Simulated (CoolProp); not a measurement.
Vapour-liquid equilibrium of n-pentane (1) + acetone (2) at 283.3 K; x and y are mole fractions of (1).

Computed with CoolProp (multi-fluid Helmholtz-energy mixture model, Thol 2019 and Lemmon 2006; pair parameters Bell 2016).

| x | bubble pressure, mixture model (MPa) | bubble pressure, Raoult's law (MPa) | y, mixture model | y, Raoult's law |
|---|---|---|---|---|
| 0.05 | 0.02438 | 0.01669 | 0.386 | 0.114 |
| 0.15 | 0.03470 | 0.01894 | 0.597 | 0.302 |
| 0.25 | 0.03941 | 0.02120 | 0.663 | 0.449 |
| 0.35 | 0.04143 | 0.02345 | 0.691 | 0.568 |
| 0.45 | 0.04227 | 0.02570 | 0.705 | 0.667 |
| 0.55 | 0.04268 | 0.02795 | 0.714 | 0.749 |
| 0.65 | 0.04298 | 0.03020 | 0.726 | 0.820 |
| 0.75 | 0.04313 | 0.03245 | 0.748 | 0.880 |
| 0.85 | 0.04271 | 0.03470 | 0.794 | 0.933 |
| 0.95 | 0.04056 | 0.03696 | 0.898 | 0.979 |

The largest gap from Raoult's law is +85.9 % in bubble pressure, at x = 0.25. y crosses x between x = 0.65 and 0.75: the model has an azeotrope there.

The pair parameters rest on a limited set of measurements; away from them the model extrapolates. With so large a gap from Raoult's law the liquid may split in two, which this calculation doesn't test in full.
